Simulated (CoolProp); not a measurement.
Octamethyltrisiloxane (MDM) along the isotherm 147.55 °C: density (kg/m³) from the reference equation and from simpler models built on Tc = 292.2 °C, pc = 1438 kPa, ω = 0.528; each cubic takes its own stable root.

The numbers come from the reference Helmholtz-energy equation of state, Thol 2017 in CoolProp.

| p (kPa) | phase | reference | van der Waals | Redlich-Kwong | Peng-Robinson |
|---|---|---|---|---|---|
| 45.5 | gas | 3.183 | 3.137 | 3.156 | 3.179 |
| 93.4 | liquid | 681.3 | 6.579 | 6.668 | 703.0 |
| 192 | liquid | 681.8 | 14.21 | 14.67 | 703.7 |
| 394 | liquid | 682.6 | 396.3 | 571.5 | 705.1 |
| 808 | liquid | 684.4 | 403.0 | 576.8 | 707.9 |
| 1660 | liquid | 687.9 | 414.1 | [?] | 713.4 |
| 3410 | liquid | 694.4 | [?] | 603.4 | 723.5 |
| 7000 | liquid | 706.2 | 452.7 | 629.0 | 740.3 |
| 14400 | liquid | [?] | 478.7 | 663.5 | [?] |

### Question
What belongs in the gaps?

### Answer

- 1660, Redlich-Kwong: 586.7
- 3410, van der Waals: 430.7
- 14400, reference: 725.7
- 14400, Peng-Robinson: 765.6

At some of these states van der Waals, Redlich-Kwong gives the other phase, because its saturation line lies elsewhere.
